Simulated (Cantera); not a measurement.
Input: 1 mol Fe₃O₄, 0.019 mol HCl, a varied amount of O₂, equilibrated at 1073 K and 1 atm.

Points: n(O2) (mol) = 0.054, 0.076, 0.11, 0.15, 0.21, 0.3, 0.43, 0.6, 0.85, 1.2, 1.7, 2.4.

Cantera's Mixture.equilibrate('TP', solver="vcs", rtol=1e-11, max_steps=5000) on the NASA tables stopped like this:

```
*******************************************************************************
CanteraError thrown by VCS_SOLVE::solve_tp_inner:
vcs_solve_TP: ERROR on step change wt[26:Fe(OH)3(s)]: -4.336808689942018e-19 < 0.0
*******************************************************************************
```

Q: What got this run through?

A: This is not unique; one that fits is The failure is numerical, not chemical. The same input converged with solver="gibbs", rtol=1e-10, max_steps=50000, and the result passed a check of the equilibrium conditions:
```
log10 of partial pressures in bar; condensed amounts in mol
     n(O2)        O2       HCL       H2O       CL2     FeCL2     FeCL3  Fe2O3(s)  Fe3O4(s)
     0.054    -8.792    -0.062    -1.080    -4.122    -1.520    -1.525    0.3244    0.7833
     0.076    -8.792    -0.062    -1.080    -4.122    -1.520    -1.525    0.4564    0.6953
      0.11    -8.792    -0.062    -1.080    -4.122    -1.520    -1.525    0.6604    0.5593
      0.15    -8.792    -0.062    -1.080    -4.122    -1.520    -1.525    0.9004    0.3993
      0.21    -8.792    -0.062    -1.080    -4.122    -1.520    -1.525      1.26    0.1593
       0.3    -0.140    -0.807    -1.180    -1.184    -5.071    -3.607       1.5         0
      0.43    -0.038    -1.287    -1.636    -1.639    -5.602    -4.366       1.5         0
       0.6    -0.017    -1.560    -1.904    -1.907    -5.886    -4.783       1.5         0
      0.85    -0.008    -1.787    -2.128    -2.131    -6.118    -5.128       1.5         0
       1.2    -0.003    -1.983    -2.322    -2.326    -6.317    -5.424       1.5         0
       1.7     0.000    -2.165    -2.503    -2.508    -6.500    -5.698       1.5         0
       2.4     0.002    -2.335    -2.672    -2.678    -6.671    -5.954       1.5         0
```

The gas is ideal and each condensed phase is pure. Mutual solubility and eutectic melting of coexisting phases are not modelled.
